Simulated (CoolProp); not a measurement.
A single-stage vapour-compression cycle with water: evaporating at 323.15 K (dew point), condensing at 352.15 K (bubble point), superheat 2 K, subcooling 8 K, compressor efficiency 0.85, no pressure losses. Each further row changes one setting.

Values from CoolProp's reference Helmholtz-energy equation of state, Wagner 2002.

```
case                              cooling COP  pressure ratio  discharge temperature (K)  refrigerating effect (kJ/kg)  volumetric capacity (kJ/m³)
--------------------------------  -----------  --------------  -------------------------  ----------------------------  ---------------------------
as stated                                 ___            3.69                      466.6                          2300                          190
evaporating temperature 328.15 K          ___             ___                      443.4                           ___                          240
condensing temperature 347.15 K          10.5             ___                        ___                          2320                          192
subcooling 13 K                          8.59            3.69                      466.6                          2320                          192
superheat 12 K                           8.32            3.69                      480.8                          2320                          ___
compressor efficiency 0.75               7.51            3.69                        ___                          2300                          190
```

Task: Fill in the missing entries.

Result: 
- as stated, cooling COP: 8.51
- evaporating temperature 328.15 K, cooling COP: 10.7
- evaporating temperature 328.15 K, pressure ratio: 2.89
- evaporating temperature 328.15 K, refrigerating effect (kJ/kg): 2310
- condensing temperature 347.15 K, pressure ratio: 3.00
- condensing temperature 347.15 K, discharge temperature (K): 441.4
- superheat 12 K, volumetric capacity (kJ/m³): 186
- compressor efficiency 0.75, discharge temperature (K): 485.0
